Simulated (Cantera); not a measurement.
A perfectly stirred reactor is fed with CH₄ : N₂ = 1 : 7.1 (molar parts), at 0.0750 atm; it is held at 1600 K, and followed from long to short residence time.

Detailed kinetics in Cantera: GRI-Mech 3.0 (53 species, 325 reactions). GRI-Mech 3.0 stops at C3 and has no aromatics, soot or wall deposition, so with more carbon than oxygen in the feed, carbon stays in small species such as C2H2 where larger ones or solid carbon would form.

Task: What does this change do: temperature 1600 to 1850 K?

Result: 
| quantity | before | after |
|---|---|---|
| x(CH₄) at τ = 1.70 s | 0.0372 | 0.00351 |
| x(C₂H₂) at τ = 1.70 s | 0.0379 | 0.0531 |
| x(C₂H₄) at τ = 1.70 s | 0.000342 | 2.58e-5 |
| x(CH₃) at τ = 1.70 s | 0.000258 | 0.000271 |
| x(C₂H) at τ = 1.70 s | 4.41e-8 | 2.21e-6 |
| x(CH₄) at τ = 59.0 ms | 0.105 | 0.0264 |
| x(C₂H₂) at τ = 59.0 ms | 0.00528 | 0.0420 |
| x(C₂H₄) at τ = 59.0 ms | 0.00244 | 0.000542 |
| x(CH₃) at τ = 59.0 ms | 0.000645 | 0.00134 |
| x(C₂H) at τ = 59.0 ms | 6.52e-9 | 1.19e-6 |

Task: What does this change do: pressure from 0.0750 atm to 1.00 atm?

Result: 
```
quantity                  before     after
----------------------  --------  --------
x(CH₄) at τ = 1.70 s      0.0372    0.0230
x(C₂H₂) at τ = 1.70 s     0.0379    0.0440
x(C₂H₄) at τ = 1.70 s   0.000342  0.000736
x(CH₃) at τ = 1.70 s    0.000258   5.88e-5
x(C₂H) at τ = 1.70 s     4.41e-8   1.86e-8
x(CH₄) at τ = 59.0 ms      0.105    0.0835
x(C₂H₂) at τ = 59.0 ms   0.00528    0.0163
x(C₂H₄) at τ = 59.0 ms   0.00244   0.00130
x(CH₃) at τ = 59.0 ms   0.000645  0.000217
x(C₂H) at τ = 59.0 ms    6.52e-9   7.30e-9
```
